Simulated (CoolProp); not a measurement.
R1234ze(E) along the isobar 649 kPa: Z from the reference equation and from simpler models built on Tc = 109.4 °C, pc = 3635 kPa, ω = 0.313; each cubic takes its own stable root.

Computed with CoolProp (reference Helmholtz-energy equation of state, Thol 2016).

```json
[
 {"T (°C)": "-32.85", "phase": "liquid", "reference": "0.02781", "van der Waals": "0.04694", "Soave-Redlich-Kwong": "0.03071", "Peng-Robinson": "0.02720"},
 {"T (°C)": "-12.85", "phase": "liquid", "reference": "0.02675", "van der Waals": "0.04520", "Soave-Redlich-Kwong": "0.02957", "Peng-Robinson": "0.02615"},
 {"T (°C)": "7.15", "phase": "liquid", "reference": "0.02602", "van der Waals": "0.8759", "Soave-Redlich-Kwong": "0.02891", "Peng-Robinson": "0.02552"},
 {"T (°C)": "27.05", "phase": "liquid", "reference": "0.02563", "van der Waals": "0.8963", "Soave-Redlich-Kwong": "0.02879", "Peng-Robinson": "0.02538"},
 {"T (°C)": "47.05", "phase": "gas", "reference": "0.8698", "van der Waals": "0.9123", "Soave-Redlich-Kwong": "0.8797", "Peng-Robinson": "0.8718"},
 {"T (°C)": "67.05", "phase": "gas", "reference": "0.8977", "van der Waals": "0.9249", "Soave-Redlich-Kwong": "0.9031", "Peng-Robinson": "0.8956"},
 {"T (°C)": "86.95", "phase": "gas", "reference": "0.9177", "van der Waals": "0.9351", "Soave-Redlich-Kwong": "0.9210", "Peng-Robinson": "0.9139"},
 {"T (°C)": "106.95", "phase": "gas", "reference": "0.9328", "van der Waals": "0.9435", "Soave-Redlich-Kwong": "0.9351", "Peng-Robinson": "0.9284"},
 {"T (°C)": "126.85", "phase": "gas", "reference": "0.9444", "van der Waals": "0.9505", "Soave-Redlich-Kwong": "0.9464", "Peng-Robinson": "0.9400"},
 {"T (°C)": "146.85", "phase": "gas", "reference": "0.9536", "van der Waals": "0.9564", "Soave-Redlich-Kwong": "0.9555", "Peng-Robinson": "0.9494"}
]
```

At some of these states van der Waals gives the other phase, because its saturation line lies elsewhere.
